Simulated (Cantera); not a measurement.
What does this Cantera script print?

```python
import numpy as np
import cantera as ct

gas_names = """
    B BN BO BO2 B2 B2O B2O2 B2O3 N NO NO2 NO3 N2 N2O O O2 O3
""".split()
cond_names = """
    B(b) B(L) BN(s) B2O3(L)
""".split()


# ... load() reads the species with a 1 bar reference pressure and builds the phases ...
atoms = {
    'BN': {'B': 1, 'N': 1},
    'O2': {'O': 2},
}
top_T = {'BN(s)': 3200}  # K; cautious upper limits of use, not melting points


# ... equilibrate(T, P, feed) seeds the gas with the atoms and calls Mixture.equilibrate('TP', solver="vcs", rtol=1e-11, max_steps=5000) ...
results = []
feed = {'BN': 1, 'O2': 0.78}  # mol
T = 923  # K
P = 133.322  # Pa
mix = equilibrate(T, P, feed)
results.append((T, P, feed, dict(zip(mix.species_names, mix.species_moles))))
x = sorted(zip(gas.X, gas.species_names), reverse=True)
print(f"T = {T:g} K  P = {P:g} Pa  gas = {mix.phase_moles(0):.4g} mol")
print("   x: " + "  ".join(f"{s} {v:.3e}" for v, s in x if v > 1e-05))
print("   condensed (mol): " + ("  ".join(f"{mix.phase(i).name} {mix.phase_moles(i):.4g}"
      for i in range(1, mix.n_phases) if mix.phase_moles(i) > 1e-12) or "none"))
```

Output:

```
T = 923 K  P = 133.322 Pa  gas = 0.53 mol
   x: N2 9.434e-01  O2 5.660e-02
   condensed (mol): B2O3(L) 0.5
```

These are equilibrium values from Cantera (NASA tables, ideal gas, pure condensed phases), not measurements of a reactor.
